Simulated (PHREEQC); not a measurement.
Solution A (79 mmol/kgw Cu(NO3)2) is mixed with solution B (0.026 mol/kgw CdCl2 and 0.00061 mol/kgw H3BO3) at 92 °C; shares are by mass of water, 1 kg in all. Oxygen alone is held at its pressure in air (log pO2 = -0.68). No CO2 enters from the air. The run lets Cu(OH)2, Atacamite, Cu2(OH)3NO3, Cd(OH)2, CdOHCl precipitate or redissolve, and no other solid.

All values are PHREEQC results (ion-association model, wateq4f.dat), not measurements.

Task: Predict Atacamite (mol) at share of solution B = 0.4, 0.6.

Result: 
| share of solution B | Atacamite (mol) |
|---|---|
| 0.4 | 6.22e-5 |
| 0.6 | 7.44e-5 |

Species that the database lacks are ignored. At this temperature some constants are extrapolated from 25 °C, and those without enthalpy data are left unchanged.
